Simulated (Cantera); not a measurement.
Feed: 1 mol B₂O₃, 0.85 mol H₂O, 12 mol N₂, held at 27.0 Pa.

Equilibrium computed with Cantera from the NASA thermochemical tables; the gas is ideal and each condensed phase is pure. Candidate condensed phases: B, BN, B₂O₃, B₃O₃H₃, H₂O; 39 gas species. Kinetics and transport are ignored.

x: gas mole fraction; n: condensed amount in mol.

```tsv
T (K)	x N₂	x HBO₂	x H₂O	x B₂O₃	x H	x BO₂	n B₂O₃(l)
898	0.934	3.75e-5	0.0661	5.27e-11	1.73e-12	1.22e-12	0.999
998	0.934	0.000393	0.0659	1.13e-8	1.03e-10	1.90e-10	0.997
1098	0.933	0.00261	0.0647	8.76e-7	2.93e-9	1.16e-8	0.983
1198	0.928	0.0120	0.0597	3.19e-5	4.70e-8	3.46e-7	0.922
1298	0.915	0.0389	0.0453	0.000652	4.65e-7	5.80e-6	0.736
1398	0.887	0.0821	0.0217	0.00849	2.94e-6	5.69e-5	0.330
1498	0.866	0.0951	…	0.0245	…	…	0
1598	0.866	0.0912	0.0151	0.0262	…	…	0
1698	0.865	0.0871	0.0163	0.0279	0.000309	0.00137	0
1798	0.864	0.0822	0.0169	0.0293	0.00105	0.00287	0
1898	0.860	0.0760	0.0167	0.0305	0.00307	0.00555	0
1998	0.853	0.0676	0.0154	0.0309	0.00779	0.00994	0
2098	0.840	0.0561	0.0128	0.0298	0.0172	0.0163	0
```

Task: Complete the blanks.

Result: 
- 1498, x H₂O: 0.0135
- 1498, x H: 1.58e-5
- 1498, x BO₂: 0.000231
- 1598, x H: 7.70e-5
- 1598, x BO₂: 0.000593
